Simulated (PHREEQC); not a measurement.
Make-up at 20 °C: 5.9 mol/kgw HCl, 0.11 mol/kgw Na2B4O7 and 0.00045 mol/kgw H4SiO4. Closed to the air; pH follows from the charge balance.

The numbers come from PHREEQC with the Pitzer model, pitzer.dat.

No solid was allowed to form.

### Question
What pH, density does the model give?

### Answer
pH -1.99; density 1.097 g/cm³.

Species that the database lacks are ignored. In brines, pH and single-ion activities rest on the MacInnes convention.
